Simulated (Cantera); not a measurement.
Input: 1 mol Si, a varied amount of HCl, 16 mol H₂, 0.95 mol Cl₂, at 1198.15 K and 0.510 bar.

Points: n(HCl) (mol) = 0.56, 0.65, 0.77, 0.9, 1.1, 1.2, 1.5, 1.7, 2, 2.4, 2.8.

Cantera's Mixture.equilibrate('TP', solver="vcs", rtol=1e-11, max_steps=5000) on the NASA tables stopped like this:

```
ERROR: FAILURE its = 5001!

*******************************************************************************
CanteraError thrown by MultiPhase::equilibrate:
VCS solver failed. Return code: -1
*******************************************************************************
```

Problem. What got this run through?

Solution. Several could match; the one computed here: The failure is numerical, not chemical. The same input converged with solver="gibbs", rtol=1e-10, max_steps=50000, and the result passed a check of the equilibrium conditions:
```
T = 1198.15 K  P = 51000 Pa  n(HCl) = 0.56 mol  gas = 17.02 mol
   x: H2 9.322e-01  HCL 3.495e-02  SiCL4 1.533e-02  SiHCL3 1.101e-02  SiCL2 3.086e-03  SiCL3 2.313e-03  SiH2CL2 1.033e-03  SiH3CL 2.652e-05
   condensed (mol): Si(cr) 0.4417
T = 1198.15 K  P = 51000 Pa  n(HCl) = 0.65 mol  gas = 17.09 mol
   x: H2 9.306e-01  HCL 3.532e-02  SiCL4 1.603e-02  SiHCL3 1.137e-02  SiCL2 3.156e-03  SiCL3 2.392e-03  SiH2CL2 1.055e-03  SiH3CL 2.675e-05
   condensed (mol): Si(cr) 0.4183
T = 1198.15 K  P = 51000 Pa  n(HCl) = 0.77 mol  gas = 17.18 mol
   x: H2 9.285e-01  HCL 3.578e-02  SiCL4 1.696e-02  SiHCL3 1.185e-02  SiCL2 3.246e-03  SiCL3 2.496e-03  SiH2CL2 1.083e-03  SiH3CL 2.704e-05
   condensed (mol): Si(cr) 0.387
T = 1198.15 K  P = 51000 Pa  n(HCl) = 0.9 mol  gas = 17.28 mol
   x: H2 9.263e-01  HCL 3.626e-02  SiCL4 1.798e-02  SiHCL3 1.236e-02  SiCL2 3.342e-03  SiCL3 2.607e-03  SiH2CL2 1.112e-03  SiH3CL 2.734e-05
   condensed (mol): Si(cr) 0.3531
T = 1198.15 K  P = 51000 Pa  n(HCl) = 1.1 mol  gas = 17.44 mol
   x: H2 9.230e-01  HCL 3.695e-02  SiCL4 1.952e-02  SiHCL3 1.313e-02  SiCL2 3.483e-03  SiCL3 2.773e-03  SiH2CL2 1.155e-03  SiH3CL 2.776e-05
   condensed (mol): Si(cr) 0.3009
T = 1198.15 K  P = 51000 Pa  n(HCl) = 1.2 mol  gas = 17.51 mol
   x: H2 9.213e-01  HCL 3.727e-02  SiCL4 2.030e-02  SiHCL3 1.351e-02  SiCL2 3.551e-03  SiCL3 2.855e-03  SiH2CL2 1.175e-03  SiH3CL 2.795e-05
   condensed (mol): Si(cr) 0.2748
T = 1198.15 K  P = 51000 Pa  n(HCl) = 1.5 mol  gas = 17.74 mol
   x: H2 9.165e-01  HCL 3.819e-02  SiCL4 2.260e-02  SiHCL3 1.460e-02  SiCL2 3.747e-03  SiCL3 3.095e-03  SiH2CL2 1.233e-03  SiH3CL 2.849e-05
   condensed (mol): Si(cr) 0.1963
T = 1198.15 K  P = 51000 Pa  n(HCl) = 1.7 mol  gas = 17.89 mol
   x: H2 9.134e-01  HCL 3.875e-02  SiCL4 2.412e-02  SiHCL3 1.531e-02  SiCL2 3.871e-03  SiCL3 3.250e-03  SiH2CL2 1.270e-03  SiH3CL 2.881e-05
   condensed (mol): Si(cr) 0.1439
T = 1198.15 K  P = 51000 Pa  n(HCl) = 2 mol  gas = 18.12 mol
   x: H2 9.089e-01  HCL 3.953e-02  SiCL4 2.638e-02  SiHCL3 1.633e-02  SiCL2 4.048e-03  SiCL3 3.476e-03  SiH2CL2 1.321e-03  SiH3CL 2.924e-05
   condensed (mol): Si(cr) 0.06529
T = 1198.15 K  P = 51000 Pa  n(HCl) = 2.4 mol  gas = 18.45 mol
   x: H2 9.006e-01  HCL 4.515e-02  SiCL4 3.000e-02  SiHCL3 1.611e-02  SiCL2 3.497e-03  SiCL3 3.445e-03  SiH2CL2 1.131e-03  SiH3CL 2.172e-05
   condensed (mol): none
T = 1198.15 K  P = 51000 Pa  n(HCl) = 2.8 mol  gas = 18.82 mol
   x: H2 8.873e-01  HCL 5.955e-02  SiCL4 3.374e-02  SiHCL3 1.354e-02  SiCL3 2.915e-03  SiCL2 2.227e-03  SiH2CL2 7.098e-04  SiH3CL 1.018e-05
   condensed (mol): none
```

The gas is ideal and each condensed phase is pure. The tables' values for SiCl3 are old estimates; treat these amounts as uncertain.
